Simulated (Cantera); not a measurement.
Feed: 1 mol Fe(CO)5, 0.08 mol O2, 45 mol H2, equilibrated at 0.0100 bar.

Method: chemical equilibrium by Gibbs-energy minimisation in Cantera with the NASA 1993 tables (ideal gas, pure condensed phases). Candidate condensed phases: C, C6H6, C7H8, C8H18, Fe, Fe(CO)5, FeO, Fe(OH)2, Fe(OH)3, Fe2O3, Fe3O4, H2O; 114 gas species. Equilibrium is a limit: real reactors are often held back by kinetics, nucleation or transport.

Task: At 1448 K, list the 4 most abundant gas species with their mole fractions, and the condensed phases.

Result: H2 0.897, CO 0.0999, H2O 0.00306, CO2 0.000144. Condensed: Fe(γ).
